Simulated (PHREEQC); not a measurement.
Dissolve 0.22 mol/kgw CuSO4, 8.4e-05 mol/kgw CuCl2, 0.0068 mol/kgw H2SO4 and 0.021 mol/kgw Na2SO4 at 65 °C. Closed to the air; pH follows from the charge balance.

All values are PHREEQC results (ion-association model, wateq4f.dat), not measurements.

### Question
The ionic strength comes out as 0.454 mol/kgw. What activity coefficients do Cu2(OH)2+2, H+, Cl-, HSO4-, NaSO4- get?

### Answer
Cu2(OH)2+2 0.26, H+ 0.75, Cl- 0.63, HSO4- 0.65, NaSO4- 0.68.

Precipitation was switched off in this run. Species that the database lacks are ignored. Constants without temperature data keep their 25 °C values here.
